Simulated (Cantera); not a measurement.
A perfectly stirred reactor is fed with CH₄ : O₂ : N₂ = 1 : 1.54 : 5.78 (molar parts), equivalence ratio 1.3, at 1.60 bar; it is adiabatic with a 473 K inlet, and is followed from long to short residence time, starting on the burning branch (τ in s: 0.078, 0.03, 0.011, 0.0042, 0.0016, 0.0006, 0.00023, 8.6e-05, 3.3e-05, 1.2e-05, 4.7e-06).

Cantera simulation using GRI-Mech 3.0 (53 species, 325 reactions); the numbers are that mechanism's predictions, not measurements.

### Question
What does this change do: inlet temperature 473 to 675 K?

### Answer
```json
[
 {"quantity": "blow-out, bracketed by the residence times tried", "before": "burning at 0.230 ms, out at 86.0 µs", "after": "burning at 86.0 µs, out at 33.0 µs"},
 {"quantity": "x(CH₄) at τ = 78.0 ms", "before": "2.91e-5", "after": "1.00e-5"},
 {"quantity": "x(O₂) at τ = 78.0 ms", "before": "9.51e-5", "after": "0.000140"},
 {"quantity": "x(C₂H) at τ = 78.0 ms", "before": "4.33e-10", "after": "1.03e-10"},
 {"quantity": "x(O) at τ = 78.0 ms", "before": "2.03e-5", "after": "5.73e-5"},
 {"quantity": "x(H₂O₂) at τ = 78.0 ms", "before": "8.35e-9", "after": "1.39e-8"},
 {"quantity": "x(CH₄) at τ = 0.600 ms", "before": "0.000350", "after": "0.000189"},
 {"quantity": "x(O₂) at τ = 0.600 ms", "before": "0.00251", "after": "0.00235"},
 {"quantity": "x(C₂H) at τ = 0.600 ms", "before": "7.22e-8", "after": "3.26e-8"},
 {"quantity": "x(O) at τ = 0.600 ms", "before": "0.000310", "after": "0.000578"},
 {"quantity": "x(H₂O₂) at τ = 0.600 ms", "before": "9.75e-8", "after": "9.42e-8"}
]
```

### Question
What does this change do: pressure from 1.60 bar to 10.0 bar?

### Answer
| quantity | before | after |
|---|---|---|
| blow-out, bracketed by the residence times tried | burning at 0.230 ms, out at 86.0 µs | burning at 86.0 µs, out at 33.0 µs |
| x(CH₄) at τ = 78.0 ms | 2.91e-5 | 6.59e-5 |
| x(O₂) at τ = 78.0 ms | 9.51e-5 | 3.33e-5 |
| x(C₂H) at τ = 78.0 ms | 4.33e-10 | 3.78e-10 |
| x(O) at τ = 78.0 ms | 2.03e-5 | 1.56e-6 |
| x(H₂O₂) at τ = 78.0 ms | 8.35e-9 | 5.36e-9 |
| x(CH₄) at τ = 0.600 ms | 0.000350 | 0.00192 |
| x(O₂) at τ = 0.600 ms | 0.00251 | 0.00242 |
| x(C₂H) at τ = 0.600 ms | 7.22e-8 | 3.00e-7 |
| x(O) at τ = 0.600 ms | 0.000310 | 1.09e-5 |
| x(H₂O₂) at τ = 0.600 ms | 9.75e-8 | 2.00e-7 |
